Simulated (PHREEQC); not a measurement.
**Leach liquor: an equilibrium model**

Make-up at 25 °C: 0.0013 mol H2SO4, 0.069 mol Al2(SO4)3 and 0.00066 mol Na2SO4 per kg of water. Closed to the air; pH follows from the charge balance.

Model: ion-association model, phreeqc.dat, run in PHREEQC.

Each row changes one thing in this solution. No solid was allowed to form.

| case | pH | ionic strength (mol/kgw) | AlSO4+ (mol/kgw) | SO4-2 (mol/kgw) | Al(SO4)2- (mol/kgw) | Al+3 (mol/kgw) | SI of Gibbsite (Al(OH)3) |
|---|---|---|---|---|---|---|---|
| as made | 3.05 | 0.211 | 0.0891 | 0.0452 | 0.0365 | 0.0123 | -1.77 |
| Na2SO4 left out | 3.05 | 0.210 | 0.0892 | 0.0449 | 0.0364 | 0.0124 | -1.77 |
| temperature from 25 to 90 °C | 3.19 | [?] | 0.0888 | 0.0409 | 0.0371 | 0.00932 | [?] |
| Na2SO4 replaced by CdSO4 at the same molality | 3.05 | 0.211 | 0.0891 | 0.0450 | 0.0364 | 0.0124 | -1.77 |
| Na2SO4 from 0.00066 to 0.00099 mol/kgw | 3.05 | 0.211 | [?] | 0.0454 | 0.0366 | 0.0123 | -1.77 |
| H2SO4 from 0.0013 to 0.00143 mol/kgw | 3.01 | 0.211 | 0.0891 | 0.0452 | 0.0365 | 0.0123 | -1.89 |
| diluted 5-fold with water | 3.52 | 0.0565 | 0.0200 | 0.0138 | 0.00389 | 0.00366 | -0.64 |
| H2SO4 left out | 3.87 | 0.210 | 0.0888 | 0.0454 | 0.0366 | 0.0122 | +0.70 |

Question: Fill in the missing entries.

Answer: 
- temperature from 25 to 90 °C, ionic strength (mol/kgw): 0.195
- temperature from 25 to 90 °C, SI of Gibbsite (Al(OH)3): +1.42
- Na2SO4 from 0.00066 to 0.00099 mol/kgw, AlSO4+ (mol/kgw): 0.0890

Some of these states are supersaturated (in Gibbsite (slow to form), for instance). Constants without temperature data keep their 25 °C values here.
